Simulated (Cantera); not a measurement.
Cantera run:

```python
import numpy as np
import cantera as ct

gas_names = """
    C CH CH2 CH3 CH2OH CH3O CH4 CH3OH CN CO CO2 COOH C2 C2H CHCO,ketyl C2H2,acetylene C2H2,vinylidene
    CH2CO,ketene C2H3,vinyl CH3CN CH3CO,acetyl C2H4 C2H4O,ethylen CH3CHO,ethanal CH3COOH (HCOOH)2 C2H5
    C2H6 CH3OCH3 C2H5OH CCN CNC C2N2 C2O C3 C3H3,propargyl C3H4,allene C3H4,propyne C3H4,cyclo-
    C3H5,allyl C3H6,propylene C3H6,cyclo- C3H6O C3H7,n-propyl C3H7,i-propyl C3H8 C3H8O,1propanol
    C3H8O,2propanol C3O2 C4 C4H2 C4H4,1,3-cyclo- C4H6,butadiene C4H6,2-butyne C4H6,cyclo- C4H8,1-butene
    C4H8,cis2-buten C4H8,tr2-butene C4H8,isobutene C4H8,cyclo- (CH3COOH)2 C4H9,n-butyl C4H9,i-butyl
    C4H9,s-butyl C4H9,t-butyl C4H10,isobutane C4H10,n-butane C4N2 C5 C5H6,1,3cyclo- C5H8,cyclo-
    C5H10,1-pentene C5H10,cyclo- C5H11,pentyl C5H11,t-pentyl C5H12,n-pentane C5H12,i-pentane
    CH3C(CH3)2CH3 C6H2 C6H5,phenyl C6H5O,phenoxy C6H6 C6H5OH,phenol C6H10,cyclo- C6H12,1-hexene
    C6H12,cyclo- C6H13,n-hexyl C7H7,benzyl C7H8 C7H8O,cresol C7H14,1-heptene C7H15,n-heptyl
    C7H16,n-heptane C8H8,styrene C8H10,ethylbenz C8H16,1-octene C8H17,n-octyl C8H18,isooctane
    C8H18,n-octane C9H19,n-nonyl C10H8,naphthale C10H21,n-decyl C12H9,o-bipheny C12H10,bipheny H HCN HCO
    HCCN HNC HNCO HNO HNO2 HNO3 HO2 H2 HCHO,formaldehy HCOOH H2O H2O2 N NCO NH NH2 NH3 NH2OH NO NO2 NO3
    N2 N2H2 N2H4 N2O O OH O2 O3 Si SiC SiC2 SiC4H12 SiH SiH2 SiH3 SiH4 SiN SiO SiO2 Si2 Si2C Si2N Si3
""".split()
cond_names = """
    C(gr) C6H6(L) C7H8(L) C8H18(L),n-octa H2O(s) H2O(L) Si(cr) Si(L) SiC(b) SiO2(Lqz) SiO2(hqz) SiO2(L)
    Si2N2O(s) Si3N4(a)
""".split()


def load(file, names, dense=False):
    # The tables refer to 1 bar. Condensed volumes are neglected.
    table = {s.name: s for s in ct.Species.list_from_file(file)}
    out = []
    for n in names:
        d = dict(table[n].input_data)
        d["thermo"] = dict(d["thermo"], **{"reference-pressure": 1e5})
        if dense:
            d["equation-of-state"] = {"model": "constant-volume", "density": "1e6 g/cm^3"}
        out.append(ct.Species.from_dict(d))
    return out


gas = ct.Solution(thermo="ideal-gas", species=load("nasa_gas.yaml", gas_names))
cond = {s.name: ct.Solution(thermo="fixed-stoichiometry", species=[s], name=s.name)
        for s in load("nasa_condensed.yaml", cond_names, dense=True)}
atoms = {
    'SiC': {'Si': 1, 'C': 1},
    'O2': {'O': 2},
    'H2': {'H': 2},
    'N2O': {'N': 2, 'O': 1},
}
top_T = {'C(gr)': 4500, 'SiC(b)': 3050, 'Si2N2O(s)': 2100, 'Si3N4(a)': 2400}  # K; cautious upper limits of use, not melting points


def equilibrate(T, P, feed):
    n = {}
    for name, mol in feed.items():
        for a, k in atoms[name].items():
            n[a] = n.get(a, 0.0) + k * mol
    gas.TPX = T, P, n
    mass = sum(n.values()) * gas.mean_molecular_weight
    gas.equilibrate("TP")
    valid = [c for c in cond.values() if c.min_temp <= T <= top_T.get(c.name, c.max_temp)]
    mix = ct.Mixture([(gas, mass / gas.mean_molecular_weight)] + [(c, 0.0) for c in valid])
    mix.T, mix.P = T, P
    mix.equilibrate("TP", solver="gibbs", rtol=1e-10, max_steps=50000)
    return mix


results = []
feed = {'SiC': 1, 'O2': 0.0046, 'H2': 470, 'N2O': 1}  # mol
T = 1900  # K
for P in [0.1, 0.6, 3.6, 22, 130, 770, 4600, 28000, 170000, 1000000]:
    mix = equilibrate(T, P, feed)
    results.append((T, P, feed, dict(zip(mix.species_names, mix.species_moles))))

top = {s: max(r[3][s] / sum(r[3][g] for g in gas_names) for r in results) for s in gas_names}
cols = sorted((s for s in top if top[s] > 1e-05), key=lambda s: -top[s])[:6]
seen = [c for c in cond_names if any(r[3].get(c, 0) > 1e-12 for r in results)]
print("log10 of partial pressures in bar; condensed amounts in mol")
print(f"{'P/Pa':>10s}" + "".join(f"{s[:9]:>10s}" for s in cols + seen))
for T, P, feed, n in results:
    ng = sum(n[g] for g in gas_names)
    print(f"{P:10.4g}" + "".join(f"{np.log10(max(n[s] / ng * P / 1e5, 1e-99)):10.3f}" for s in cols)
          + "".join(f"{n.get(c, 0):10.4g}" for c in seen))
```

Output:

```
log10 of partial pressures in bar; condensed amounts in mol
      P/Pa        H2         H        N2        CO        Si       SiO    SiC(b) Si2N2O(s)
       0.1    -6.339    -6.270    -8.811    -8.811    -8.815   -10.826         0         0
       0.6    -5.365    -5.783    -7.962    -7.962    -7.967    -9.878         0         0
       3.6    -4.504    -5.352    -7.149    -7.151    -7.158    -8.821         0         0
        22    -3.684    -4.942    -6.350    -6.361    -6.373    -7.668         0         0
       130    -2.898    -4.550    -5.576    -5.621    -5.677    -6.454   0.03848         0
       770    -2.120    -4.160    -4.795    -4.986    -5.377    -5.219    0.3293         0
      4600    -1.341    -3.771    -4.016    -4.287    -5.284    -4.332    0.4443         0
   2.8e+04    -0.555    -3.378    -3.231    -3.525    -5.260    -3.523    0.4685         0
   1.7e+05     0.228    -2.986    -2.448    -2.760    -5.243    -2.724    0.4593         0
     1e+06     0.998    -2.601    -1.752    -2.018    -5.291    -2.078     0.284    0.1539
```

Method: chemical equilibrium by Gibbs-energy minimisation in Cantera with the NASA 1993 tables (ideal gas, pure condensed phases). Mutual solubility and eutectic melting of coexisting phases are not modelled. Gases not in the tables: Si2H6 and higher silanes.
